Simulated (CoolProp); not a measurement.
Computed with CoolProp (reference Helmholtz-energy equation of state, Schroeder 2014).

Question: Give the vapour pressure (kPa), liquid cp (kJ/(kg K)), surface tension (mN/m) of saturated ethanol at 286.1, 307.9, 318.8 K.

Answer: 
| T (K) | p (kPa) | liquid cp (kJ/(kg K)) | surface tension (mN/m) |
|---|---|---|---|
| 286.1 | 3.80 | 2.34 | 23.0 |
| 307.9 | 13.6 | 2.51 | 20.9 |
| 318.8 | 23.8 | 2.61 | 19.9 |

Surface tension comes from a separate correlation (Mulero 2012).
